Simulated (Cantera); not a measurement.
A Cantera script and what it prints.

```python
import numpy as np
import cantera as ct

gas_names = """
    O2 SO2
""".split()
cond_names = """
    Na(L) Na2O(c) Na2O2(b) Na2S(1) Na2SO4(I)
""".split()


# ... load() reads the species with a 1 bar reference pressure and builds the phases ...
species = {s.name: s for s in load("nasa_gas.yaml", gas_names) + load("nasa_condensed.yaml", cond_names)}
T = 925
g = {n: (s.thermo.h(T) - T * s.thermo.s(T)) / (ct.gas_constant * T * np.log(10)) for n, s in species.items()}
valid = cond_names  # the entries whose range holds T


def stable(la, lb):
    # potentials (over RT ln 10) of the two non-metals from log10 p(O2) and log10 p(SO2) in bar
    mu = {}
    mu["O"] = (g["O2"] + la) / 2
    mu["S"] = (g["SO2"] + lb - 2 * mu["O"]) / 1
    cost = {}
    for n in valid:
        c = species[n].composition
        cost[n] = (g[n] - sum(c.get(e, 0) * m for e, m in mu.items())) / c["Na"]
    return min(cost, key=cost.get)


results = []
for lb in [1, -0.4, -1.8, -3.2, -4.6, -6, -7.4, -8.8, -10.2, -11.6, -13]:
    row = [stable(la, lb) for la in [-38, -36.1, -34.2, -32.3, -30.4, -28.5, -26.6, -24.7, -22.8, -20.9, -19, -17.1, -15.2, -13.3, -11.4, -9.5, -7.6, -5.7, -3.8, -1.9, 0]]
    results.append(row)
    print(f"{lb:6.1f}  " + " ".join(f"{valid.index(n):x}" for n in row))
print("key: " + ", ".join(f"{i:x} {n}" for i, n in enumerate(valid)))
```

It prints:

```
   1.0  3 3 3 3 3 3 3 3 3 3 4 4 4 4 4 4 4 4 4 4 4
  -0.4  3 3 3 3 3 3 3 3 3 3 4 4 4 4 4 4 4 4 4 4 4
  -1.8  3 3 3 3 3 3 3 3 3 3 4 4 4 4 4 4 4 4 4 4 4
  -3.2  3 3 3 3 3 3 3 3 3 3 4 4 4 4 4 4 4 4 4 4 4
  -4.6  3 3 3 3 3 3 3 3 3 3 4 4 4 4 4 4 4 4 4 4 4
  -6.0  3 3 3 3 3 3 3 3 3 3 4 4 4 4 4 4 4 4 4 4 4
  -7.4  3 3 3 3 3 3 3 3 3 3 4 4 4 4 4 4 4 4 4 4 4
  -8.8  3 3 3 3 3 3 3 3 3 3 4 4 4 4 4 4 4 4 4 4 4
 -10.2  3 3 3 3 3 3 3 3 3 3 4 4 4 4 4 4 4 4 4 4 4
 -11.6  3 3 3 3 3 3 3 3 3 3 4 4 4 4 4 4 4 4 4 4 4
 -13.0  3 3 3 3 3 3 3 3 3 3 4 4 4 4 4 4 4 4 4 4 4
key: 0 Na(L), 1 Na2O(c), 2 Na2O2(b), 3 Na2S(1), 4 Na2SO4(I)
```

Cantera with NASA thermochemical tables; ideal gases at 1 bar, condensed phases pure. Not in the tables: pyrosulfates. Part of the grid cannot be reached: there another gas would pass 10 bar, or a non-metal would condense.
